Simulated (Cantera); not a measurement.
Input (Python, Cantera) and output of one run.

```python
import numpy as np
import cantera as ct

gas_names = [...]  # 109 gases of nasa_gas.yaml made of C, Cl, H, Si
cond_names = """
    C(gr) C6H6(L) C7H8(L) C8H18(L),n-octa Si(cr) Si(L) SiC(b)
""".split()


# ... load() reads the species with a 1 bar reference pressure and builds the phases ...
atoms = {
    'CH3SiCl3': {'C': 1, 'H': 3, 'Si': 1, 'CL': 3},
    'C2H4': {'C': 2, 'H': 4},
    'H2': {'H': 2},
}
top_T = {'C(gr)': 4500, 'SiC(b)': 3050}  # K; cautious upper limits of use, not melting points


# ... equilibrate(T, P, feed) seeds the gas with the atoms and calls Mixture.equilibrate('TP', solver="gibbs", rtol=1e-10, max_steps=50000) ...
results = []
feed = {'CH3SiCl3': 1, 'C2H4': 0.0061, 'H2': 180}  # mol
P = 100  # Pa
for T in [1948, 1998, 2048, 2098, 2148, 2198, 2248, 2298, 2348, 2398, 2448]:
    mix = equilibrate(T, P, feed)
    results.append((T, P, feed, dict(zip(mix.species_names, mix.species_moles))))
    x = sorted(zip(gas.X, gas.species_names), reverse=True)
    print(f"T = {T:g} K  P = {P:g} Pa  gas = {mix.phase_moles(0):.4g} mol")
    print("   x: " + "  ".join(f"{s} {v:.3e}" for v, s in x if v > 1e-06))
    print("   condensed (mol): " + ("  ".join(f"{mix.phase(i).name} {mix.phase_moles(i):.4g}"
          for i in range(1, mix.n_phases) if mix.phase_moles(i) > 1e-12) or "none"))
```

Output:

```
T = 1948 K  P = 100 Pa  gas = 186.5 mol
   x: H2 9.475e-01  H 3.478e-02  HCL 1.558e-02  Si 1.045e-03  C2H2,acetylene 5.107e-04  CL 4.288e-04  SiC2 3.372e-05  SiCL2 2.937e-05  SiH 2.474e-05  Si2C 2.286e-05  SiCL 2.034e-05  SiH2 3.341e-06
   condensed (mol): C(gr) 0.02897  SiC(b) 0.7755
T = 1998 K  P = 100 Pa  gas = 188.1 mol
   x: H2 9.319e-01  H 4.897e-02  HCL 1.525e-02  Si 2.315e-03  C2H2,acetylene 7.064e-04  CL 5.969e-04  SiC2 9.493e-05  Si2C 6.292e-05  SiH 4.816e-05  SiCL 3.470e-05  SiCL2 3.259e-05  SiH2 5.324e-06  Si2 1.300e-06
   condensed (mol): C(gr) 0.1984  SiC(b) 0.4997
T = 2048 K  P = 100 Pa  gas = 190.5 mol
   x: H2 9.107e-01  H 6.758e-02  HCL 1.482e-02  Si 4.551e-03  C2H2,acetylene 9.548e-04  CL 8.140e-04  SiC2 2.344e-04  Si2C 1.404e-04  SiH 8.347e-05  SiCL 5.300e-05  SiCL2 3.291e-05  SiH2 7.603e-06  Si2 3.181e-06  C2H 1.555e-06
   condensed (mol): C(gr) 0.5312
T = 2098 K  P = 100 Pa  gas = 192.9 mol
   x: H2 8.865e-01  H 9.163e-02  HCL 1.438e-02  Si 4.579e-03  C2H2,acetylene 1.265e-03  CL 1.094e-03  SiC2 2.926e-04  Si2C 8.417e-05  SiH 7.428e-05  SiCL 4.190e-05  SiCL2 1.754e-05  SiH2 5.612e-06  C2H 3.361e-06  Si2 2.083e-06
   condensed (mol): C(gr) 0.3924
T = 2148 K  P = 100 Pa  gas = 196.1 mol
   x: H2 8.561e-01  H 1.219e-01  HCL 1.381e-02  Si 4.530e-03  C2H2,acetylene 1.639e-03  CL 1.439e-03  SiC2 3.555e-04  SiH 6.506e-05  Si2C 4.998e-05  SiCL 3.270e-05  SiCL2 9.332e-06  C2H 6.974e-06  SiH2 4.096e-06  Si2 1.346e-06  C4H2 1.275e-06
   condensed (mol): C(gr) 0.2152
T = 2198 K  P = 100 Pa  gas = 200.1 mol
   x: H2 8.187e-01  H 1.593e-01  HCL 1.310e-02  Si 4.425e-03  C2H2,acetylene 2.069e-03  CL 1.856e-03  SiC2 4.209e-04  SiH 5.626e-05  Si2C 2.954e-05  SiCL 2.526e-05  C2H 1.387e-05  SiCL2 4.959e-06  SiH2 2.959e-06  C3 2.310e-06  C4H2 2.130e-06  C 1.472e-06
   condensed (mol): none
T = 2248 K  P = 100 Pa  gas = 205.2 mol
   x: H2 7.741e-01  H 2.044e-01  HCL 1.225e-02  Si 4.369e-03  CL 2.342e-03  C2H2,acetylene 2.026e-03  SiC2 3.964e-04  SiH 4.909e-05  C2H 2.111e-05  SiCL 1.972e-05  Si2C 1.623e-05  C3 4.390e-06  C 3.130e-06  SiCL2 2.682e-06  C4H2 2.165e-06  SiH2 2.161e-06
   condensed (mol): none
T = 2298 K  P = 100 Pa  gas = 211.5 mol
   x: H2 7.218e-01  H 2.573e-01  HCL 1.127e-02  Si 4.275e-03  CL 2.894e-03  C2H2,acetylene 1.962e-03  SiC2 3.723e-04  SiH 4.234e-05  C2H 3.143e-05  SiCL 1.525e-05  Si2C 9.001e-06  C3 8.159e-06  C 6.454e-06  C4H2 2.183e-06  SiH2 1.559e-06  SiCL2 1.443e-06
   condensed (mol): none
T = 2348 K  P = 100 Pa  gas = 219.2 mol
   x: H2 6.621e-01  H 3.177e-01  HCL 1.017e-02  Si 4.152e-03  CL 3.499e-03  C2H2,acetylene 1.874e-03  SiC2 3.491e-04  C2H 4.575e-05  SiH 3.608e-05  C3 1.486e-05  C 1.293e-05  SiCL 1.166e-05  Si2C 5.041e-06  C4H2 2.177e-06  C2 1.849e-06  SiH2 1.109e-06
   condensed (mol): none
T = 2398 K  P = 100 Pa  gas = 228.4 mol
   x: H2 5.960e-01  H 3.846e-01  HCL 8.986e-03  CL 4.137e-03  Si 4.004e-03  C2H2,acetylene 1.760e-03  SiC2 3.264e-04  C2H 6.504e-05  SiH 3.035e-05  C3 2.649e-05  C 2.521e-05  SiCL 8.816e-06  C2 3.663e-06  Si2C 2.850e-06  C4H2 2.137e-06
   condensed (mol): none
T = 2448 K  P = 100 Pa  gas = 239.2 mol
   x: H2 5.252e-01  H 4.562e-01  HCL 7.754e-03  CL 4.782e-03  Si 3.840e-03  C2H2,acetylene 1.614e-03  SiC2 3.037e-04  C2H 8.995e-05  C 4.781e-05  C3 4.606e-05  SiH 2.521e-05  C2 7.050e-06  SiCL 6.589e-06  C4H2 2.045e-06  Si2C 1.626e-06  CH 1.505e-06  C2H2,vinylidene 1.051e-06
   condensed (mol): none
```

These are equilibrium values from Cantera (NASA tables, ideal gas, pure condensed phases), not measurements of a reactor. The feed counts by its element totals alone. The tables' values for SiCl are old estimates; treat these amounts as uncertain.
